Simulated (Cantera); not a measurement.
An isothermal, constant-pressure homogeneous reactor starts with 30.3 % NO, 69.7 % N2, at 1823 K and 0.0691 atm.

Detailed kinetics in Cantera: GRI-Mech 3.0 (53 species, 325 reactions).

Predict: x(NO) at 70.0 s; x(O2) at 70.0 s; x(N2O) at 70.0 s; x(O) at 70.0 s; x(N2) at 70.0 s.


```
Item                                                  Value
----------------  -----------------------------------------
x(NO) at 70.0 s      0.0868 (gas-phase equilibrium 0.00394)
x(O2) at 70.0 s         0.108 (gas-phase equilibrium 0.149)
x(N2O) at 70.0 s    2.62e-6 (gas-phase equilibrium 6.19e-8)
x(O) at 70.0 s    0.000191 (gas-phase equilibrium 0.000222)
x(N2) at 70.0 s         0.805 (gas-phase equilibrium 0.846)
```
